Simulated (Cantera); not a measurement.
Standard-state values (1 bar) from the NASA 1993 polynomials, evaluated with Cantera. Values are per mole of reaction as written; species without (g) are pure solids or liquids, kept so even where they would boil at 1 bar.

P4O10 → 5 O2(g) + 2 P2(g)

| T (K) | ΔH° (kJ) | ΔS° (J/K) | ΔG° (kJ) | log10 K |
|---|---|---|---|---|
| 450 | 3292.5 | 1221.1 | 2743.0 | -318.40 |
| 475 | 3290.9 | 1217.6 | 2712.6 | -298.29 |
| 500 | 3289.1 | 1214.0 | 2682.2 | -280.20 |
| 525 | … | … | … | … |
| 550 | 3285.0 | 1206.1 | 2621.7 | -248.98 |
| 575 | … | … | … | … |
| 600 | 3280.1 | 1197.6 | 2561.6 | -223.00 |
| 625 | 3277.4 | 1193.2 | 2531.7 | -211.58 |
| 650 | 3274.6 | 1188.7 | 2501.9 | -201.05 |

Problem. What belongs in the gaps?

Solution. 
- 525, ΔH° (kJ): 3287.2
- 525, ΔS° (J/K): 1210.1
- 525, ΔG° (kJ): 2651.9
- 525, log10 K: -263.84
- 575, ΔH° (kJ): 3282.6
- 575, ΔS° (J/K): 1201.9
- 575, ΔG° (kJ): 2591.6
- 575, log10 K: -235.42
